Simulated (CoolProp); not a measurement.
Tetradecamethylhexasiloxane (MD4M) along the isobar 0.527 MPa: density (kg/m³) from the reference equation and from simpler models built on Tc = 653.2 K, pc = 0.8286 MPa, ω = 0.800; each cubic takes its own stable root.

Model: reference Helmholtz-energy equation of state, Thol 2019, in CoolProp.

```csv
T (K),phase,reference
222.4,liquid,961.1
230.8,liquid,952.8
239.2,liquid,944.5
247.6,liquid,936.2
256,liquid,928.0
264.4,liquid,919.9
272.8,liquid,911.7
281.2,liquid,903.6
289.7,liquid,895.4
298.1,liquid,887.3
306.5,liquid,879.2
314.9,liquid,871.2
323.3,liquid,863.1
331.7,liquid,855.0
```

### Question
How far does each simpler model (van der Waals, Redlich-Kwong, Soave-Redlich-Kwong, Peng-Robinson) lie from the reference over these 14 states: mean and median of the absolute difference, and the worst?

### Answer
- van der Waals: mean 47.1 %, median 47.0 %, worst -48.1 % at 222.4 K and 0.527 MPa
- Redlich-Kwong: mean 21.5 %, median 21.4 %, worst -22.9 % at 222.4 K and 0.527 MPa
- Soave-Redlich-Kwong: mean 17.4 %, median 17.4 %, worst -20.1 % at 222.4 K and 0.527 MPa
- Peng-Robinson: mean 7.6 %, median 7.6 %, worst -10.8 % at 222.4 K and 0.527 MPa
